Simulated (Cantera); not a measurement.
Cantera run:

```python
import numpy as np
import cantera as ct

gas_names = [...]  # 123 gases of nasa_gas.yaml made of C, H, O, S
cond_names = """
    C(gr) C6H6(L) C7H8(L) C8H18(L),n-octa H2O(s) H2O(L) H2SO4(L) S(cr1) S(cr2) S(L)
""".split()


# ... load() reads the species with a 1 bar reference pressure and builds the phases ...
atoms = {
    'CS2': {'C': 1, 'S': 2},
    'H2': {'H': 2},
    'O2': {'O': 2},
}
top_T = {'C(gr)': 4500}  # K; cautious upper limits of use, not melting points


# ... equilibrate(T, P, feed) seeds the gas with the atoms and calls Mixture.equilibrate('TP', solver="vcs", rtol=1e-11, max_steps=5000) ...
results = []
feed = {'CS2': 1, 'H2': 0.12, 'O2': 0.49}  # mol
P = 133.322  # Pa
for T in [1023, 1123, 1223, 1323, 1423, 1523, 1623, 1723, 1823, 1923, 2023, 2123, 2223, 2323]:
    mix = equilibrate(T, P, feed)
    results.append((T, P, feed, dict(zip(mix.species_names, mix.species_moles))))

top = {s: max(r[3][s] / sum(r[3][g] for g in gas_names) for r in results) for s in gas_names}
cols = sorted((s for s in top if top[s] > 1e-05), key=lambda s: -top[s])[:9]
seen = [c for c in cond_names if any(r[3].get(c, 0) > 1e-12 for r in results)]
print("log10 of partial pressures in bar; condensed amounts in mol")
print(f"{'T/K':>10s}" + "".join(f"{s[:9]:>10s}" for s in cols + seen))
for T, P, feed, n in results:
    ng = sum(n[g] for g in gas_names)
    print(f"{T:10.4g}" + "".join(f"{np.log10(max(n[s] / ng * P / 1e5, 1e-99)):10.3f}" for s in cols)
          + "".join(f"{n.get(c, 0):10.4g}" for c in seen))
```

It prints:

```
log10 of partial pressures in bar; condensed amounts in mol
       T/K        CO        S2         S        H2         H       H2S       COS       CS2       CO2
      1023    -3.241    -3.233    -9.523    -4.653   -10.709    -4.242    -4.331    -4.512    -4.772
      1123    -3.216    -3.219    -8.533    -4.415    -9.578    -4.407    -4.707    -4.736    -5.302
      1223    -3.209    -3.213    -7.707    -4.281    -8.663    -4.614    -5.037    -4.841    -5.857
      1323    -3.207    -3.210    -7.006    -4.212    -7.906    -4.835    -5.320    -4.877    -6.387
      1423    -3.206    -3.209    -6.404    -4.178    -7.267    -5.052    -5.564    -4.891    -6.862
      1523    -3.206    -3.209    -5.881    -4.162    -6.717    -5.254    -5.775    -4.900    -7.277
      1623    -3.207    -3.211    -5.423    -4.157    -6.239    -5.442    -5.961    -4.915    -7.633
      1723    -3.208    -3.214    -5.018    -4.160    -5.819    -5.616    -6.125    -4.948    -7.930
      1823    -3.211    -3.221    -4.660    -4.172    -5.449    -5.781    -6.275    -5.010    -8.167
      1923    -3.216    -3.235    -4.343    -4.194    -5.123    -5.946    -6.414    -5.116    -8.340
      2023    -3.224    -3.260    -4.063    -4.234    -4.838    -6.119    -6.548    -5.270    -8.456
      2123    -3.238    -3.301    -3.818    -4.298    -4.594    -6.314    -6.685    -5.467    -8.534
      2223    -3.257    -3.369    -3.611    -4.398    -4.393    -6.549    -6.831    -5.699    -8.594
      2323    -3.283    -3.470    -3.441    -4.548    -4.237    -6.840    -6.991    -5.958    -8.657
```

Cantera equilibrium calculation (NASA polynomials, part measured and part estimated; ideal gas, pure solids and liquids). Gases not in the tables: S3 to S7.
